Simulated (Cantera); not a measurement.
Feed: 1 mol TiCl4, 5.4 mol H2, held at 1075 K and 1.00 bar.

Method: chemical equilibrium by Gibbs-energy minimisation in Cantera with the NASA 1993 tables (ideal gas, pure condensed phases). Candidate condensed phases: Ti, TiCl2, TiCl3, TiCl4; 10 gas species. Kinetics and transport are ignored.

Base state: H2 0.820, TiCl4 0.128, HCl 0.0262, TiCl3 0.0262 (mole fractions); condensed: gas only.

### Question
What changes in the equilibrium state with this change: temperature from 1075 K to 1198 K?

### Answer
```
species  before   after
-------  ------  ------
H2        0.820   0.799
TiCl4     0.128   0.104
HCl      0.0262  0.0485
TiCl3    0.0262  0.0485
```

### Question
What changes in the equilibrium state with this change: temperature from 1075 K to 1598 K?

### Answer
```tsv
species	before	after
H2	0.820	0.733
HCl	0.0262	0.120
TiCl3	0.0262	0.118
TiCl4	0.128	0.0279
H	1.33e-8	4.56e-5
TiCl2	8.88e-7	0.00141
```
The tables' values for TiCl2 are old estimates; treat these amounts as uncertain.

### Question
What changes in the equilibrium state with this change: temperature from 1075 K to 1425 K?

### Answer
| species | before | after |
|---|---|---|
| H2 | 0.820 | 0.756 |
| HCl | 0.0262 | 0.0948 |
| TiCl3 | 0.0262 | 0.0943 |
| TiCl4 | 0.128 | 0.0543 |
| TiCl2 | 8.88e-7 | 0.000230 |
The tables' values for TiCl2 are old estimates; treat these amounts as uncertain.
